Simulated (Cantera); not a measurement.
Charge: 1 mol SiH₂Cl₂, 2.5 mol HCl, 19 mol H₂, 0.069 mol Cl₂, equilibrated at 1452 °C and 0.360 bar.

These are equilibrium values from Cantera (NASA tables, ideal gas, pure condensed phases), not measurements of a reactor. Candidate condensed phases: Si; 19 gas species. The tables' values for SiCl₃, SiCl are old estimates; treat these amounts as uncertain. Gases not in the tables: Si₂H₆ and higher silanes. Equilibrium is a limit: real reactors are often held back by kinetics, nucleation or transport.

Base state: H₂ 0.848, HCl 0.109, SiCl₂ 0.0398, SiCl₃ 0.00202, SiHCl₃ 0.000308, H 0.000285, SiCl₄ 0.000192, SiH₂Cl₂ 8.71e-5 (mole fractions); condensed: gas only.

Q: What changes in the equilibrium state with this change: pressure from 0.360 bar to 20.0 mbar?

A: 
```csv
species,before,after
H₂,0.848,0.845
HCl,0.109,0.111
SiCl₂,0.0398,0.0417
Si,2.31e-6,4.18e-5
SiH₂Cl₂,8.71e-5,5.05e-6
SiHCl₃,0.000308,1.83e-5
SiCl₄,0.000192,1.16e-5
```
